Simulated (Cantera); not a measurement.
Cantera run, input and output.

```python
import numpy as np
import cantera as ct

gas = ct.Solution("gri30.yaml")


def delay(T, t_max=10):
    gas.TPX = T, 53000, {'CH4': 1, 'CO': 0.78, 'O2': 2.17, 'N2': 6.08}
    reactor = ct.IdealGasConstPressureReactor(gas, clone=False)
    net = ct.ReactorNet([reactor])
    net.rtol, net.atol = 1e-8, 1e-16
    while net.time < t_max:
        t_old, T_old = net.time, reactor.T
        net.step()
        if reactor.T > T + 400:  # ignition: a rise of 400 K
            return t_old + (T + 400 - T_old) / (reactor.T - T_old) * (net.time - t_old)
    return np.nan


taus = []
for T in [1275, 1375, 1475, 1575, 1675, 1775, 1875]:
    taus.append(delay(T))
    print(f"T0 = {T:6g} K   tau = {taus[-1]:.4e} s")
```

Output:

```
T0 =   1275 K   tau = 2.5979e-02 s
T0 =   1375 K   tau = 6.6207e-03 s
T0 =   1475 K   tau = 2.0974e-03 s
T0 =   1575 K   tau = 8.2431e-04 s
T0 =   1675 K   tau = 3.8308e-04 s
T0 =   1775 K   tau = 1.9987e-04 s
T0 =   1875 K   tau = 1.1336e-04 s
```

Computed with Cantera and GRI-Mech 3.0 (53 species, 325 reactions).
